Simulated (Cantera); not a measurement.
# Gas activation for diamond growth

An isothermal, constant-pressure homogeneous reactor starts with CH₄ : H₂ : CO₂ = 0.017 : 1 : 0.0022 (molar parts), at 1650 K and 0.0133 bar.

Cantera simulation using GRI-Mech 3.0 (53 species, 325 reactions); the numbers are that mechanism's predictions, not measurements. GRI-Mech 3.0 stops at C3 and has no aromatics, soot or wall deposition, so with more carbon than oxygen in the feed, carbon stays in small species such as C2H2 where larger ones or solid carbon would form. Radical loss at walls, strong at low pressure, is not modelled.

| t (s) | x CH₄ | x H₂ | x CO₂ | x O₂ | x HO₂ | x CH₂CO |
|---|---|---|---|---|---|---|
| 0.000800 | 0.0167 | 0.981 | 0.00216 | <1e-12 | <1e-12 | <1e-12 |
| 0.00289 | 0.0167 | 0.981 | 0.00216 | <1e-12 | <1e-12 | <1e-12 |
| 0.0104 | 0.0167 | 0.981 | 0.00216 | <1e-12 | <1e-12 | <1e-12 |
| 0.0376 | 0.0166 | 0.981 | 0.00213 | <1e-12 | <1e-12 | 7.48e-12 |
| 0.136 | 0.0165 | 0.981 | 0.00184 | <1e-12 | <1e-12 | 2.70e-10 |
| 0.490 | 0.0151 | 0.980 | 0.000540 | <1e-12 | <1e-12 | 2.80e-9 |
| 1.77 | 0.0110 | 0.981 | 4.40e-6 | <1e-12 | <1e-12 | 8.75e-9 |
| 6.38 | 0.00533 | 0.984 | 1.44e-6 | <1e-12 | <1e-12 | 1.55e-8 |
| 23.0 | 0.00182 | 0.986 | 1.42e-6 | <1e-12 | <1e-12 | 1.83e-8 |
| 83.1 | 0.000691 | 0.987 | 1.31e-6 | <1e-12 | <1e-12 | 1.49e-8 |
| 300 | 0.000412 | 0.987 | 7.23e-7 | <1e-12 | <1e-12 | 6.02e-9 |
x: mole fraction; the columns are a selection and need not sum to one.

Equilibrium at this temperature and pressure: CH₄ 0.000214, H₂ 0.988, CO₂ 3.80e-12, O₂ <1e-12, HO₂ <1e-12, CH₂CO 5.14e-11 (gas phase only).
